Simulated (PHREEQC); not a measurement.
**Copper plating or etch bath**

A solution holds 0.01 mol/kgw Cu(BF4)2, 0.019 mol/kgw HBF4 and 8.8e-05 mol/kgw H3BO3, at 25 °C. Closed to the air; pH follows from the charge balance.

All values are PHREEQC results (ion-association model, phreeqc.dat), not measurements.

pH: 1.82
ionic strength: 0.0476 mol/kgw
total alkalinity: -136 meq/kg

```csv
species,molality,activity,log γ
BF4-,0.0355,0.0292,-0.084
H+,0.0177,0.0152,-0.068
Cu+2,0.00996,0.00486,-0.311
HF,0.00872,0.00881,0.005
H3BO3,0.00192,0.00194,0.005
BF3OH-,0.00148,0.00122,-0.084
F-,0.000476,0.000388,-0.089
BF2(OH)2-,0.000229,0.000189,-0.084
CuF+,4.17e-5,3.43e-5,-0.084
HF2-,1.59e-5,1.31e-5,-0.084
BF(OH)3-,3.64e-7,3.00e-7,-0.084
CuOH+,3.91e-9,3.21e-9,-0.086
```

This is a speciation only: nothing precipitates in the calculation. Species that the database lacks are ignored. Real BF4- forms and hydrolyses slowly; the run takes it at equilibrium.
